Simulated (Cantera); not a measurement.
Cantera with NASA thermochemical tables; ideal gases at 1 bar, condensed phases pure. Values are per mole of reaction as written; species without (g) are pure solids or liquids, kept so even where they would boil at 1 bar.

3 H2O2(g) + P2(g) → 2 PH3(g) + 3 O2(g)

| T (K) | ΔH° (kJ) | ΔS° (J/K) | ΔG° (kJ) | log10 K |
|---|---|---|---|---|
| 548 | ? | ? | ? | ? |
| 748 | ? | ? | ? | ? |
| 948 | ? | ? | ? | ? |
| 1148 | 280.4 | 119.6 | 143.0 | -6.51 |
| 1348 | 282.3 | 121.1 | 119.0 | -4.61 |
| 1548 | 284.1 | 122.4 | 94.6 | -3.19 |
| 1748 | 285.9 | 123.5 | 70.0 | -2.09 |
| 1948 | 287.6 | 124.5 | 45.2 | -1.21 |
| 2148 | ? | ? | ? | ? |

### Question
Complete the blanks.

### Answer

- 548, ΔH° (kJ): 276.5
- 548, ΔS° (J/K): 115.3
- 548, ΔG° (kJ): 213.3
- 548, log10 K: -20.33
- 748, ΔH° (kJ): 277.1
- 748, ΔS° (J/K): 116.2
- 748, ΔG° (kJ): 190.2
- 748, log10 K: -13.28
- 948, ΔH° (kJ): 278.6
- 948, ΔS° (J/K): 117.9
- 948, ΔG° (kJ): 166.8
- 948, log10 K: -9.19
- 2148, ΔH° (kJ): 289.3
- 2148, ΔS° (J/K): 125.3
- 2148, ΔG° (kJ): 20.2
- 2148, log10 K: -0.49
